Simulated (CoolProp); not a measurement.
Properties of methanol along the isobar 0.691 MPa (Tc = 513.4 K, pc = 8.216 MPa, ω = 0.565).

The numbers come from the reference Helmholtz-energy equation of state, de Reuck 1993 in CoolProp.

```csv
T (K),phase,speed of sound (m/s),isothermal compressibility (1/MPa),expansivity (1/kK),Prandtl number
209.9,liquid,1429,0.0007018,1.133,33.6
231.2,liquid,1342,0.0008088,1.137,19.8
252.4,liquid,1262,0.0009286,1.143,13.1
273.7,liquid,1185,0.001067,1.155,9.39
294.9,liquid,1114,0.001227,1.182,7.15
316.2,liquid,1047,0.001421,1.236,5.74
337.4,liquid,982.3,0.001664,1.327,4.80
358.7,liquid,915.9,0.001991,1.468,4.15
380,liquid,845.2,0.002460,1.680,3.66
401.2,gas,323.8,1.750,6.126,1.93
422.5,gas,343.3,1.591,3.662,1.09
443.7,gas,355.4,1.544,3.006,0.933
465,gas,365.5,1.519,2.658,0.880
```

Viscosity comes from a separate model (Xiang 2006). Thermal conductivity comes from a separate model (Sykioti 2013).
